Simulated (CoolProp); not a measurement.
The numbers come from the reference Helmholtz-energy equation of state, Guder 2009 in CoolProp.

Task: Give the vapour pressure (bar), liquid density (kg/m³), vapour density (kg/m³), liquid cp (kJ/(kg K)) of saturated sulfur hexafluoride at 253.7 K.

Result: 
```json
[
 {"T (K)": "253.7", "p (bar)": "7.02", "liquid density (kg/m³)": "1680", "vapour density (kg/m³)": "57.4", "liquid cp (kJ/(kg K))": "0.941"}
]
```
